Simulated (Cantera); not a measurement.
A perfectly stirred reactor is fed with NH₃ : H₂ = 1 : 0.37 (molar parts), at 0.0128 atm; it is held at 2375 K, and followed from long to short residence time.

Cantera simulation using the gas-phase N/H chemistry of the illustrative SiF4/NH3 mechanism in the Surface Chemkin manual (1991); the numbers are that mechanism's predictions, not measurements. Walls and surfaces, which speed up NH3 decomposition in real reactors, are not modelled.

Problem. Predict: x(NH₃) at τ = 0.370 s; x(H₂) at τ = 0.370 s; x(N₂) at τ = 0.370 s; x(N₂H₂) at τ = 0.370 s; x(H) at τ = 0.370 s; x(NH₃) at τ = 5.60 ms; x(H₂) at τ = 5.60 ms; x(N₂) at τ = 5.60 ms; x(N₂H₂) at τ = 5.60 ms; x(H) at τ = 5.60 ms.

Solution. 
- x(NH₃) at τ = 0.370 s: 0.0876
- x(H₂) at τ = 0.370 s: 0.723
- x(N₂) at τ = 0.370 s: 0.185
- x(N₂H₂) at τ = 0.370 s: 2.42e-6
- x(H) at τ = 0.370 s: 0.00304
- x(NH₃) at τ = 5.60 ms: 0.661
- x(H₂) at τ = 5.60 ms: 0.316
- x(N₂) at τ = 5.60 ms: 0.0179
- x(N₂H₂) at τ = 5.60 ms: 2.60e-5
- x(H) at τ = 5.60 ms: 0.000714
